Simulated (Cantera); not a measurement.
## Stirred combustor or abatement burner

A perfectly stirred reactor is fed with 4.03 % C3H8, 20.2 % O2, 75.8 % N2, equivalence ratio 1.0, at 10.0 bar; it is adiabatic with a 700 K inlet, and is followed from long to short residence time, starting on the burning branch (τ in s: 0.11, 0.042, 0.017, 0.0066, 0.0026, 0.001, 0.00041, 0.00016, 6.3e-05, 2.5e-05, 9.9e-06).

Model: GRI-Mech 3.0 (53 species, 325 reactions), integrated in Cantera. GRI-Mech 3.0 was tuned for natural gas; its chemistry of propane as a main component is partial and can be far from experiment.

```json
[
 {"τ (s)": "0.11", "T (K)": "2530", "x C3H8": "1.34e-8", "x O2": "0.00689", "x NO": "0.00405", "x HCO": "1.48e-8", "x H2O": "0.147", "x O": "0.000445"},
 {"τ (s)": "0.042", "T (K)": "2530", "x C3H8": "3.49e-8", "x O2": "0.00700", "x NO": "0.00387", "x HCO": "1.81e-8", "x H2O": "0.147", "x O": "0.000452"},
 {"τ (s)": "0.017", "T (K)": "2529", "x C3H8": "8.53e-8", "x O2": "0.00723", "x NO": "0.00351", "x HCO": "2.63e-8", "x H2O": "0.147", "x O": "0.000467"},
 {"τ (s)": "0.0066", "T (K)": "2527", "x C3H8": "2.15e-7", "x O2": "0.00771", "x NO": "0.00289", "x HCO": "4.79e-8", "x H2O": "0.146", "x O": "0.000500"},
 {"τ (s)": "0.0026", "T (K)": "2519", "x C3H8": "5.26e-7", "x O2": "0.00853", "x NO": "0.00212", "x HCO": "1.03e-7", "x H2O": "0.146", "x O": "0.000565"},
 {"τ (s)": "0.0010", "T (K)": "2502", "x C3H8": "1.28e-6", "x O2": "0.00989", "x NO": "0.00142", "x HCO": "2.50e-7", "x H2O": "0.145", "x O": "0.000692"},
 {"τ (s)": "0.00041", "T (K)": "2472", "x C3H8": "2.85e-6", "x O2": "0.0118", "x NO": "0.000939", "x HCO": "5.97e-7", "x H2O": "0.143", "x O": "0.000907"},
 {"τ (s)": "0.00016", "T (K)": "2425", "x C3H8": "6.39e-6", "x O2": "0.0145", "x NO": "0.000595", "x HCO": "1.53e-6", "x H2O": "0.141", "x O": "0.00128"},
 {"τ (s)": "6.3e-5", "T (K)": "2362", "x C3H8": "1.41e-5", "x O2": "0.0181", "x NO": "0.000372", "x HCO": "3.91e-6", "x H2O": "0.138", "x O": "0.00179"},
 {"τ (s)": "2.5e-5", "T (K)": "2282", "x C3H8": "3.22e-5", "x O2": "0.0230", "x NO": "0.000225", "x HCO": "9.93e-6", "x H2O": "0.134", "x O": "0.00232"},
 {"τ (s)": "9.9e-6", "T (K)": "2169", "x C3H8": "8.99e-5", "x O2": "0.0317", "x NO": "0.000114", "x HCO": "2.54e-5", "x H2O": "0.130", "x O": "0.00237"}
]
```
x: mole fraction; the columns are a selection and need not sum to one.
